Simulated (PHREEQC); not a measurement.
Dissolve 0.002 mol/kgw H2SO4 and 7.6e-07 mol/kgw H4SiO4 at 20 °C. Closed to the air; pH follows from the charge balance.

Computed with PHREEQC (ion-association model, wateq4f.dat).

The ionic strength comes out as 0.00524 mol/kgw. What activity coefficients do SO4-2, H+, HSO4- get?

SO4-2 0.74, H+ 0.93, HSO4- 0.93.

Precipitation was switched off in this run.
